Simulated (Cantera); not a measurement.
An isothermal, constant-pressure homogeneous reactor starts with C2H6 : N2 = 1 : 1.6 (molar parts), at 1348 K and 0.000280 bar. Integrator tolerance rtol = 1e-08.

Model: GRI-Mech 3.0 (53 species, 325 reactions), integrated in Cantera. GRI-Mech 3.0 stops at C3 and has no aromatics, soot or wall deposition, so with more carbon than oxygen in the feed, carbon stays in small species such as C2H2 where larger ones or solid carbon would form. Radical loss at walls, strong at low pressure, is not modelled.

| quantity | before | after |
|---|---|---|
| x(C2H6) at 40.0 s | 2.19e-6 (gas-phase equilibrium 1.20e-10) | <1e-12 (gas-phase equilibrium <1e-12) |
| x(HCN) at 40.0 s | 2.91e-8 (gas-phase equilibrium 0.0960) | 0.000102 (gas-phase equilibrium 0.133) |
| x(C2H2) at 40.0 s | 0.150 (gas-phase equilibrium 0.169) | 0.215 (gas-phase equilibrium 0.147) |
| x(C2H4) at 40.0 s | 0.0351 (gas-phase equilibrium 3.15e-5) | 6.09e-7 (gas-phase equilibrium 1.74e-7) |
| x(CH4) at 40.0 s | 0.143 (gas-phase equilibrium 0.000173) | 6.42e-6 (gas-phase equilibrium 6.80e-7) |
| x(H2) at 40.0 s | 0.263 (gas-phase equilibrium 0.435) | 0.422 (gas-phase equilibrium 0.409) |

Problem. What was changed between the two runs?
A. temperature 1348 to 1975 K
B. N2 1.6 to 0.3 parts
C. N2 1.6 to 16 parts
D. temperature 1348 to 1925 K

Solution. D, temperature 1348 to 1925 K
